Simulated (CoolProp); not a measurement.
Aqueous potassium formate as a coolant, at 13 °C, 1 atm.

The numbers come from the Melinder's fits for secondary coolants in CoolProp.

| mass % | freezing point (°C) | viscosity (mPa s) | density (kg/m³) | conductivity (W/(m K)) | cp (kJ/(kg K)) |
|---|---|---|---|---|---|
| 5.6 | -2.6 | 1.32 | 1035 | 0.576 | 3.972 |
| 9.1 | -4.4 | 1.38 | 1056 | 0.569 | 3.840 |
| 12.7 | -6.5 | 1.43 | 1078 | 0.563 | 3.708 |
| 16.2 | -8.8 | 1.50 | 1100 | 0.557 | 3.582 |
| 19.7 | -11.4 | 1.59 | 1122 | 0.551 | 3.460 |
| 23.2 | -14.3 | 1.69 | 1146 | 0.545 | 3.342 |
| 26.7 | -17.6 | 1.81 | 1169 | 0.539 | 3.230 |
| 30.3 | -21.5 | 1.93 | 1195 | 0.532 | 3.122 |
| 33.8 | -25.8 | 2.06 | 1219 | 0.524 | 3.024 |
